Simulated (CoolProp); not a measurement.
The numbers come from the reference Helmholtz-energy equation of state, Lemmon 2003 in CoolProp. It is a pseudo-pure fit of the blend.

### Question
For R507A, give the phase and the density (kg/m³), speed of sound (m/s), viscosity (µPa s), conductivity (mW/(m K)) at 52.85 °C and 13.4 bar; 154.35 °C and 13.4 bar; 197.85 °C and 13.4 bar.

### Answer
- 52.85 °C and 13.4 bar: gas; density 59.6, speed of sound 149, viscosity 14.0, conductivity 17.2
- 154.35 °C and 13.4 bar: gas; density 39.7, speed of sound 188, viscosity 17.6, conductivity 24.1
- 197.85 °C and 13.4 bar: gas; density 35.3, speed of sound 200, viscosity 19.1, conductivity 27.1

Viscosity comes from a separate model (Geller 2000). Thermal conductivity comes from a separate model (Geller 2001).
